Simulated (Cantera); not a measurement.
# Premixed flame

A freely propagating, adiabatic, planar premixed flame of 6.31 % CH4, 0.883 % CO, 19.5 % O2, 73.2 % N2, 0.114 % CO2, unburnt at 400 K and 2.80 bar; mixture-averaged transport, grid criteria slope 0.08 and curve 0.16, no radiation.

Cantera simulation using GRI-Mech 3.0 (53 species, 325 reactions); the numbers are that mechanism's predictions, not measurements. Burning velocities carry a grid error of a few per cent, more on coarse grids.

| z (mm) | T (K) | u (m/s) | x CH4 | x CO | x O2 | x N2O | x CH3 | x CH2O |
|---|---|---|---|---|---|---|---|---|
| -0.933 | 401 | 0.199 | 0.0630 | 0.00884 | 0.195 | <1e-8 | <1e-8 | 2.26e-7 |
| -0.622 | 408 | 0.203 | 0.0626 | 0.00890 | 0.194 | <1e-8 | <1e-8 | 4.39e-6 |
| -0.467 | 431 | 0.214 | 0.0613 | 0.00910 | 0.193 | <1e-8 | 1.79e-8 | 2.12e-5 |
| -0.311 | 536 | 0.267 | 0.0558 | 0.0102 | 0.185 | 2.11e-8 | 3.00e-7 | 0.000143 |
| -0.156 | 920 | 0.461 | 0.0364 | 0.0152 | 0.153 | 1.38e-7 | 3.19e-5 | 0.000749 |
| -0.0778 | 1255 | 0.630 | 0.0190 | 0.0200 | 0.121 | 2.90e-7 | 0.000276 | 0.000910 |
| 0 | 1587 | 0.796 | 0.00328 | 0.0218 | 0.0873 | 5.40e-7 | 0.000373 | 0.000326 |
| 0.0778 | 1727 | 0.861 | 8.69e-5 | 0.0131 | 0.0721 | 8.57e-7 | 1.63e-5 | 1.52e-5 |
| 0.156 | 1784 | 0.887 | 1.43e-6 | 0.00685 | 0.0681 | 1.08e-6 | 3.21e-7 | 2.85e-7 |
| 0.311 | 1835 | 0.909 | <1e-8 | 0.00250 | 0.0658 | 1.24e-6 | <1e-8 | <1e-8 |
| 0.622 | 1863 | 0.921 | <1e-8 | 0.000708 | 0.0650 | 1.10e-6 | <1e-8 | <1e-8 |
| 1.24 | 1873 | 0.926 | <1e-8 | 0.000182 | 0.0649 | 5.77e-7 | <1e-8 | <1e-8 |
| 2.49 | 1875 | 0.927 | <1e-8 | 8.28e-5 | 0.0649 | 2.94e-7 | <1e-8 | <1e-8 |
x: mole fraction of selected species; z is measured from the peak of heat release.

```json
{
 "laminar_burning_velocity": "19.8 cm/s",
 "thermal_thickness": "0.311 mm",
 "peak x(CH3)": "0.000502",
 "peak x(CH2O)": "0.000942",
 "grid_points": "135"
}
```
